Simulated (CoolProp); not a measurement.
Cyclohexane along the isobar 10400 kPa: Z from the reference equation and from simpler models built on Tc = 280.5 °C, pc = 4081 kPa, ω = 0.209; each cubic takes its own stable root.

Values from CoolProp's reference Helmholtz-energy equation of state, Zhou 2014.

| T (°C) | phase | reference |
|---|---|---|
| 123.45 | liquid | 0.3837 |
| 141.45 | liquid | 0.3766 |
| 159.55 | liquid | 0.3709 |
| 177.55 | liquid | 0.3666 |
| 195.55 | liquid | 0.3638 |
| 213.65 | liquid | 0.3625 |
| 231.65 | liquid | 0.3630 |
| 249.75 | liquid | 0.3657 |
| 267.75 | liquid | 0.3708 |

### Question
How far does each simpler model (van der Waals, Soave-Redlich-Kwong) lie from the reference over these 9 states: mean and median of the absolute difference, and the worst?

### Answer
- van der Waals: mean 47.2 %, median 47.9 %, worst +52.5 % at 123.45 °C and 10400 kPa
- Soave-Redlich-Kwong: mean 7.3 %, median 6.9 %, worst +10.0 % at 267.75 °C and 10400 kPa
